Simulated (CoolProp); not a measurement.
Cyclopropane at several states: Z from the reference equation and from simpler models built on Tc = 125.5 °C, pc = 5605 kPa, ω = 0.131; each cubic takes its own stable root.

Values from CoolProp's reference Helmholtz-energy equation of state, Polt 1992. This equation is an older, rougher fit; its heat capacities, sound speeds and derivatives of the liquid may be far off and weren't checked against measurements.

```csv
T (°C),p (kPa),phase,reference,van der Waals,Soave-Redlich-Kwong
93.35,107,gas,0.9914,0.9930,0.9915
47.75,13700,liquid,?,?,?
112.15,78.5,gas,0.9946,0.9955,0.9947
26.05,2140,liquid,?,?,?
```

**Question.** Complete the blanks.

**Answer.** 
- 47.75, reference: 0.3526
- 47.75, van der Waals: 0.5292
- 47.75, Soave-Redlich-Kwong: 0.3799
- 26.05, reference: 0.05833
- 26.05, van der Waals: 0.09286
- 26.05, Soave-Redlich-Kwong: 0.06348
